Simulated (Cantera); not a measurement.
An isothermal, constant-pressure homogeneous reactor starts with CH₄ : H₂O : H₂ = 1 : 0.35 : 0.054 (molar parts), at 1673 K and 1.18 atm. Integrator tolerance rtol = 1e-08.

Detailed kinetics in Cantera: GRI-Mech 3.0 (53 species, 325 reactions). GRI-Mech 3.0 stops at C3 and has no aromatics, soot or wall deposition, so with more carbon than oxygen in the feed, carbon stays in small species such as C2H2 where larger ones or solid carbon would form.

### Question
What does this change do: CH4 1 to 2.5 parts?

### Answer
```tsv
quantity	before	after
x(CH₄) at 1.00 s	0.0422 (gas-phase equilibrium 0.0373)	0.0487 (gas-phase equilibrium 0.0470)
x(H₂O) at 1.00 s	0.0446 (gas-phase equilibrium 1.31e-6)	0.0162 (gas-phase equilibrium 4.80e-7)
x(H₂) at 1.00 s	0.689 (gas-phase equilibrium 0.726)	0.702 (gas-phase equilibrium 0.715)
x(CH₂O) at 1.00 s	8.54e-8 (gas-phase equilibrium 4.89e-8)	3.76e-8 (gas-phase equilibrium 2.33e-8)
x(C₂H₂) at 1.00 s	0.125 (gas-phase equilibrium 0.0992)	0.176 (gas-phase equilibrium 0.165)
x(CO) at 1.00 s	0.0909 (gas-phase equilibrium 0.132)	0.0484 (gas-phase equilibrium 0.0642)
x(O₂) at 1.00 s	<1e-12 (gas-phase equilibrium <1e-12)	<1e-12 (gas-phase equilibrium <1e-12)
```
